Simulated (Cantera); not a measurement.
Feed: 1 mol S, 0.99 mol O₂, equilibrated at 2675 °C and 13.0 mbar.

These are equilibrium values from Cantera (NASA tables, ideal gas, pure condensed phases), not measurements of a reactor. Candidate condensed phases: S; 10 gas species. The numbers say what is thermodynamically allowed, not how fast it happens.

Base state: SO 0.307, O 0.270, SO₂ 0.226, O₂ 0.106, S 0.0889, S₂ 0.00218, S₂O 6.72e-5 (mole fractions); condensed: gas only.

Task: What changes in the equilibrium state with this change: O₂ from 0.99 to 0.44 mol?

Result: 
| species | before | after |
|---|---|---|
| SO | 0.307 | 0.420 |
| S | 0.0889 | 0.312 |
| SO₂ | 0.226 | 0.120 |
| O | 0.270 | 0.105 |
| S₂ | 0.00218 | 0.0269 |
| O₂ | 0.106 | 0.0160 |
| S₂O | 6.72e-5 | 0.000322 |

Task: What changes in the equilibrium state with this change: temperature from 2675 °C to 650 °C?

Result: 
```tsv
species	before	after
SO₂	0.226	0.995
S₂	0.00218	0.00475
S₂O	6.72e-5	0.000369
SO	0.307	1.51e-5
O	0.270	<1e-9
O₂	0.106	<1e-9
S	0.0889	<1e-9
```
Gases not in the tables: S₃ to S₇.
